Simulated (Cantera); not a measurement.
Input: 1 mol SiC, 0.033 mol C, 0.11 mol H2, held at 1330 Pa.

Method: chemical equilibrium by Gibbs-energy minimisation in Cantera with the NASA 1993 tables (ideal gas, pure condensed phases). Candidate condensed phases: C, C6H6, C7H8, C8H18, Si, SiC; 87 gas species. Gases not in the tables: Si2H6 and higher silanes. Kinetics and transport are ignored.

x: gas mole fraction; n: condensed amount in mol.

| T (°C) | x H2 | x H | x Si | x SiC2 | x Si2C | x C2H2 (acetylene) | n C(graphite) | n SiC(s) |
|---|---|---|---|---|---|---|---|---|
| 1502 | 0.997 | 0.00250 | 3.53e-6 | 4.44e-8 | 3.28e-8 | 0.000142 | 0.0330 | 1.000 |
| 1602 | 0.994 | 0.00566 | 2.27e-5 | 5.04e-7 | 3.54e-7 | 0.000315 | 0.0329 | 1.000 |
| 1702 | 0.987 | 0.0118 | 0.000121 | 4.45e-6 | 2.98e-6 | 0.000641 | 0.0329 | 1.000 |
| 1802 | 0.975 | [?] | [?] | [?] | [?] | [?] | 0.0328 | 1.000 |
| 1902 | 0.954 | 0.0413 | 0.00215 | 0.000188 | 0.000116 | 0.00213 | 0.0328 | 1.000 |
| 2002 | 0.917 | [?] | [?] | [?] | [?] | [?] | 0.0331 | 0.999 |
| 2102 | 0.851 | 0.113 | 0.0234 | 0.00414 | 0.00238 | 0.00528 | 0.0344 | 0.996 |
| 2202 | 0.732 | 0.167 | 0.0666 | 0.0161 | 0.00892 | 0.00712 | 0.0393 | 0.986 |

### Question
Fill in the missing entries.

### Answer

- 2002, x H: 0.0704
- 2002, x Si: 0.00748
- 2002, x SiC2: 0.000946
- 2002, x Si2C: 0.000562
- 2002, x C2H2 (acetylene): 0.00349
- 1802, x H: 0.0228
- 1802, x Si: 0.000547
- 1802, x SiC2: 3.17e-5
- 1802, x Si2C: 2.03e-5
- 1802, x C2H2 (acetylene): 0.00121
